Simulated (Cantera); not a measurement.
A closed system holds: 1 mol SF6, 0.46 mol SO2, 0.25 mol H2, held at 3400 K and 91.0 Pa.

These are equilibrium values from Cantera (NASA tables, ideal gas, pure condensed phases), not measurements of a reactor. Candidate condensed phases: H2O, H2SO4, S; 43 gas species. Kinetics and transport are ignored.

Base state: F 0.673, S 0.165, O 0.104, H 0.0460, HF 0.0110, SO 0.000845, O2 6.79e-5, S2 4.92e-5 (mole fractions); condensed: gas only.

Question: What changes in the equilibrium state with this change: temperature from 3400 K to 3048 K?

Answer: 
```
species    before     after
-------  --------  --------
F           0.673     0.667
S           0.165     0.165
O           0.104     0.100
HF         0.0110    0.0431
H          0.0460    0.0160
SO       0.000845   0.00727
SO2       8.10e-7   6.60e-5
O2        6.79e-5  0.000518
S2        4.92e-5  0.000293
SF        2.76e-5  0.000118
```

Question: What changes in the equilibrium state with this change: H2 from 0.25 to 6 mol?

Answer: 
| species | before | after |
|---|---|---|
| H | 0.0460 | 0.566 |
| F | 0.673 | 0.258 |
| S | 0.165 | 0.0752 |
| HF | 0.0110 | 0.0518 |
| O | 0.104 | 0.0472 |
| H2 | 8.79e-6 | 0.00133 |
| SF | 2.76e-5 | 4.82e-6 |
| SH | 9.09e-6 | 5.09e-5 |
| OH | 3.38e-5 | 0.000189 |
